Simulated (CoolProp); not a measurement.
100 sccm (0 °C, 1 atm) of nitrogen bubbles through liquid toluene at 309.7 K and leaves saturated at a total pressure of 0.15 MPa (ideal gas phase). Each further row changes one setting.

Values from CoolProp's reference Helmholtz-energy equation of state, Lemmon 2006. It is a short technical equation, of lower accuracy than the large ones.

```csv
case,vapour pressure (kPa),mole fraction of vapour,delivery (mg/min),delivery (sccm),change of delivery for a bath 1 K warmer (%)
as stated,6.72,?,19.3,4.69,?
bath temperature 314.7 K,?,?,?,?,4.9
total pressure 0.3 MPa,6.72,?,?,2.29,4.9
```

What belongs in the gaps?


- as stated, mole fraction of vapour: 0.0448
- as stated, change of delivery for a bath 1 K warmer (%): 5.1
- bath temperature 314.7 K, vapour pressure (kPa): 8.47
- bath temperature 314.7 K, mole fraction of vapour: 0.0565
- bath temperature 314.7 K, delivery (mg/min): 24.6
- bath temperature 314.7 K, delivery (sccm): 5.99
- total pressure 0.3 MPa, mole fraction of vapour: 0.0224
- total pressure 0.3 MPa, delivery (mg/min): 9.42
